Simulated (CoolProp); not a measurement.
Vapour-liquid equilibrium of benzene (1) + n-heptane (2) at 447.4 K; x and y are mole fractions of (1).

Model: multi-fluid Helmholtz-energy mixture model, Thol 2012 and Span 2003; pair parameters Bell 2016, in CoolProp.

| x | bubble pressure (kPa) | y at the bubble point | dew pressure at overall composition x (kPa) | liquid density (mol/L) |
|---|---|---|---|---|
| 0.05 | 636.4 | (withheld) | 628.4 | 5.419 |
| 0.125 | (withheld) | 0.183 | 651.5 | 5.591 |
| 0.2 | (withheld) | 0.280 | 676.1 | 5.774 |
| 0.275 | 736.0 | 0.368 | 702.1 | 5.969 |
| 0.35 | 766.2 | 0.448 | 729.3 | (withheld) |
| 0.425 | 794.4 | 0.521 | 757.5 | 6.404 |
| 0.5 | 820.3 | 0.588 | 786.4 | 6.646 |
| 0.575 | 843.7 | 0.652 | 815.2 | 6.910 |
| 0.65 | 864.7 | 0.712 | (withheld) | 7.195 |
| 0.725 | 883.2 | 0.772 | 868.8 | 7.506 |
| 0.8 | 899.2 | 0.831 | 891.2 | 7.845 |
| 0.875 | 912.3 | 0.891 | 909.1 | 8.216 |
| 0.95 | 922.4 | 0.955 | 921.8 | 8.623 |

Question: Complete the blanks.

Answer: 
- 0.05, y at the bubble point: 0.077
- 0.125, bubble pressure (kPa): 670.5
- 0.2, bubble pressure (kPa): 703.9
- 0.35, liquid density (mol/L): 6.178
- 0.65, dew pressure at overall composition x (kPa): 843.1

No azeotrope shows between x = 0.05 and 0.95.

The pair parameters rest on a limited set of measurements; away from them the model extrapolates.
